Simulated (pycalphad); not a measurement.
# Phase fractions of C-7.22B (at.%)

All values are pycalphad results on the COST 507 light-alloy database (1999) (1 atm), not direct measurements. These are 1990s assessments: newer ones move some temperatures and phases. Amounts are mole fractions of atoms. Diffusion is slow at the low end, where real alloys seldom reach equilibrium.

```
T (°C)  graphite  liquid    B4C
------  --------  ------  -----
3027       0.901   0.099      -
2927       0.906   0.094      -
2827       0.911   0.089      -
2727       0.915   0.085      -
2627       0.919   0.081      -
2527       0.923   0.077      -
2427       0.927   0.073      -
2327           …       -      …
2227       0.931       -  0.069
2127       0.928       -  0.072
2027       0.925       -  0.075
1927       0.923       -  0.077
1827           …       -      …
1727       0.918       -  0.082
1627       0.916       -  0.084
1527       0.915       -  0.085
1427       0.914       -  0.086
1327       0.912       -  0.088
1227       0.912       -  0.088
1127       0.911       -  0.089
1027       0.910       -  0.090
927        0.910       -  0.090
827        0.910       -  0.090
727        0.910       -  0.090
627        0.910       -  0.090
527        0.910       -  0.090
427        0.910       -  0.090
327        0.910       -  0.090
227        0.910       -  0.090
```

Some entries are withheld; supply them.


- 2327, graphite: 0.935
- 2327, B4C: 0.065
- 1827, graphite: 0.920
- 1827, B4C: 0.080

Database names, with the compositions (at.%) that they take in these runs: B4C: B 80 C 20.
